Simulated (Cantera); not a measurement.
# N2O furnace oxynitridation

An isothermal, constant-pressure homogeneous reactor starts with 98.3 % N2O, 1.67 % H2O, at 1273 K and 100000 Pa.

Detailed kinetics in Cantera: GRI-Mech 3.0 (53 species, 325 reactions). GRI-Mech 3.0 was tuned for natural gas; its chemistry of N2O as a main component is partial and can be far from experiment. The mechanism lacks the step 2 NO + O2 → 2 NO2, which can matter for NO2 below about 1400 K. The temperature is held fixed by assumption; the heat of reaction is taken as removed at once.

```json
[
 {"t (s)": "0.000800", "x N2O": "0.981", "x O2": "0.000776", "x NO": "0.000228", "x O": "5.25e-6", "x NO2": "1.11e-5", "x N2": "0.00170"},
 {"t (s)": "0.00246", "x N2O": "0.975", "x O2": "0.00241", "x NO": "0.000659", "x O": "5.20e-6", "x NO2": "7.41e-5", "x N2": "0.00528"},
 {"t (s)": "0.00759", "x N2O": "0.958", "x O2": "0.00737", "x NO": "0.00194", "x O": "5.02e-6", "x NO2": "0.000254", "x N2": "0.0161"},
 {"t (s)": "0.0234", "x N2O": "0.908", "x O2": "0.0220", "x NO": "0.00582", "x O": "4.77e-6", "x NO2": "0.000484", "x N2": "0.0476"},
 {"t (s)": "0.0721", "x N2O": "0.777", "x O2": "0.0607", "x NO": "0.0161", "x O": "4.45e-6", "x NO2": "0.000627", "x N2": "0.130"},
 {"t (s)": "0.222", "x N2O": "0.509", "x O2": "0.141", "x NO": "0.0358", "x O": "3.77e-6", "x NO2": "0.000705", "x N2": "0.300"},
 {"t (s)": "0.684", "x N2O": "0.187", "x O2": "0.239", "x NO": "0.0553", "x O": "2.29e-6", "x NO2": "0.000721", "x N2": "0.506"},
 {"t (s)": "2.11", "x N2O": "0.0223", "x O2": "0.292", "x NO": "0.0596", "x O": "4.89e-7", "x NO2": "0.000689", "x N2": "0.614"},
 {"t (s)": "6.49", "x N2O": "0.000127", "x O2": "0.299", "x NO": "0.0590", "x O": "6.17e-8", "x NO2": "0.000845", "x N2": "0.629"},
 {"t (s)": "20.0", "x N2O": "9.00e-7", "x O2": "0.299", "x NO": "0.0590", "x O": "5.93e-8", "x NO2": "0.000852", "x N2": "0.630"}
]
```
x: mole fraction; the columns are a selection and need not sum to one.

Equilibrium at this temperature and pressure: N2O 2.34e-8, O2 0.329, NO 0.000381, O 6.21e-8, NO2 5.77e-6, N2 0.659 (gas phase only).
